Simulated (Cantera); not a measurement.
## Premixed flame

A freely propagating, adiabatic, planar premixed flame of 28.3 % CO, 9.61 % H₂, 14.6 % O₂, 45.2 % N₂, 2.35 % H₂O, equivalence ratio 1.3, unburnt at 350 K and 3.80 bar; mixture-averaged transport, grid criteria slope 0.08 and curve 0.16, no radiation.

Detailed kinetics in Cantera: GRI-Mech 3.0 (53 species, 325 reactions). The hydrogen kinetics of GRI-Mech 3.0 are dated; newer H2 mechanisms differ, most at raised pressure. Burning velocities carry a grid error of a few per cent, more on coarse grids.

| z (mm) | T (K) | u (m/s) | x CO | x H₂ | x O₂ | x OH | x H₂O₂ | x N₂O |
|---|---|---|---|---|---|---|---|---|
| -0.279 | 350 | 1.25 | 0.283 | 0.0961 | 0.146 | <1e-8 | <1e-8 | <1e-8 |
| -0.186 | 350 | 1.25 | 0.283 | 0.0957 | 0.146 | <1e-8 | <1e-8 | <1e-8 |
| -0.139 | 350 | 1.25 | 0.283 | 0.0950 | 0.146 | <1e-8 | 3.51e-8 | <1e-8 |
| -0.0929 | 351 | 1.25 | 0.284 | 0.0920 | 0.146 | <1e-8 | 6.53e-7 | <1e-8 |
| -0.0465 | 400 | 1.41 | 0.287 | 0.0771 | 0.147 | 2.79e-7 | 4.40e-5 | <1e-8 |
| -0.0232 | 717 | 2.47 | 0.280 | 0.0566 | 0.137 | 0.000340 | 0.000162 | <1e-8 |
| 0 | 1233 | 4.18 | 0.251 | 0.0331 | 0.105 | 0.00183 | 4.19e-5 | 7.73e-8 |
| 0.0232 | 1589 | 5.28 | 0.209 | 0.0172 | 0.0676 | 0.00503 | 3.77e-6 | 2.23e-7 |
| 0.0465 | 1799 | 5.87 | 0.175 | 0.0129 | 0.0445 | 0.00788 | 1.67e-6 | 2.96e-7 |
| 0.0929 | 2013 | 6.43 | 0.141 | 0.0132 | 0.0275 | 0.0101 | 7.94e-7 | 2.85e-7 |
| 0.186 | 2193 | 6.91 | 0.125 | 0.0127 | 0.0188 | 0.0103 | 4.39e-7 | 2.68e-7 |
| 0.372 | 2333 | 7.28 | 0.116 | 0.0110 | 0.0129 | 0.00897 | 2.79e-7 | 2.59e-7 |
| 0.743 | 2435 | 7.54 | 0.108 | 0.00973 | 0.00819 | 0.00726 | 1.92e-7 | 2.39e-7 |
x: mole fraction of selected species; z is measured from the peak of heat release.

```
Property                     Result
------------------------  ---------
laminar burning velocity   125 cm/s
thermal thickness         0.0929 mm
peak x(OH)                   0.0104
peak x(H₂O₂)               0.000162
grid points                     112
```
